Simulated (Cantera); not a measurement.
Charge: 1 mol CuO, 400 mol H2, 26 mol N2, held at 1948.15 K and 12.0 Pa.

Method: chemical equilibrium by Gibbs-energy minimisation in Cantera with the NASA 1993 tables (ideal gas, pure condensed phases). Candidate condensed phases: Cu, CuO, Cu(OH)2, Cu2O, H2O; 27 gas species. Rates play no part.

Base state: H2 0.843, H 0.0948, N2 0.0580, Cu 0.00223, H2O 0.00221, OH 2.25e-5 (mole fractions); condensed: gas only.

### Question
What changes in the equilibrium state with this change: CuO replaced by Fe3O4?

### Answer
```tsv
species	before	after
H2	0.843	0.832
H	0.0948	0.0942
N2	0.0580	0.0577
Fe	0	0.00666
H2O	0.00221	0.00878
Cu	0.00223	0
OH	2.25e-5	9.00e-5
```
Further candidate phases: Fe, FeO, Fe(OH)2, Fe(OH)3, Fe2O3, Fe3O4.
